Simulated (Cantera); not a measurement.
A closed system holds: 1 mol CaCO3, 0.14 mol H2O, 1 mol O2, equilibrated at 727 °C and 29.0 mbar.

Equilibrium computed with Cantera from the NASA thermochemical tables; the gas is ideal and each condensed phase is pure. Candidate condensed phases: C, C6H6, C7H8, C8H18, Ca, CaCO3, CaO, Ca(OH)2, H2O; 115 gas species. The numbers say what is thermodynamically allowed, not how fast it happens.

Base state: CO2 0.467, O2 0.467, H2O 0.0654 (mole fractions); condensed: CaO(s).

### Question
What changes in the equilibrium state with this change: temperature from 727 °C to 1502 °C?

### Answer
```
species       before     after
-----------  -------  --------
O2             0.467     0.467
CO2            0.467     0.466
H2O           0.0654    0.0646
OH           2.75e-7   0.00141
CO             <1e-9  0.000634
O              <1e-9  0.000384
H2             <1e-9   2.36e-5
CaO(s), mol     1.00     1.000
```
